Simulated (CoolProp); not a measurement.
Vapour-liquid equilibrium of R13 (1) + CHF3 (R23) (2) at -111.15 °C; x and y are mole fractions of (1).

The numbers come from the multi-fluid Helmholtz-energy mixture model, Platzer 1990 and Penoncello 2003; pair parameters Bell 2016 in CoolProp. This equation is an older, rougher fit; its heat capacities, sound speeds and derivatives of the liquid may be far off and weren't checked against measurements.

Task: Give the bubble pressure and the first vapour's composition at x = 0.2, 0.5, 0.65. Is there an azeotrope?

Result: x = 0.2: 0.2004 bar, y = 0.434; x = 0.5: 0.2132 bar, y = 0.524; x = 0.65: 0.2121 bar, y = 0.555. y crosses x between x = 0.5 and 0.65: the model has an azeotrope there.

Pair parameters are fitted to limited data, so mixtures are less certain than the pure fluids. With so large a gap from Raoult's law the liquid may split in two, which this calculation doesn't test in full.
